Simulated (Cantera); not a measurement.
## Transport properties of process gases

Gas mixture: O2 = 0.22 (molar parts), at 0.000375 atm, frozen composition.

Cantera's kinetic-theory transport with the Lennard-Jones parameters of GRI-Mech 3.0, ideal gas; thermal conductivity in the multicomponent form.

```
T (K)  ρ (kg/m³)  cp (J/kg/K)  μ (µPa s)  λ (mW/m/K)     Pr  D (cm²/s) H2  D (cm²/s) O  D (cm²/s) H2O
-----  ---------  -----------  ---------  ----------  -----  ------------  -----------  -------------
400     0.000366        941.4       25.6        33.9  0.712          3510         1450           1070
500     0.000292        971.4       30.0        41.1  0.711          5110         2120           1620
600     0.000244         1003       34.1        48.1  0.710          6930         2890           2270
700     0.000209         1031       37.8        54.9  0.710          8970         3740           3010
800     0.000183         1055       41.4        61.5  0.710         11200         4680           3820
900     0.000162         1074       44.7        67.7  0.709         13600         5700           4700
```
D: mixture-averaged diffusion coefficient of that species in the mixture.
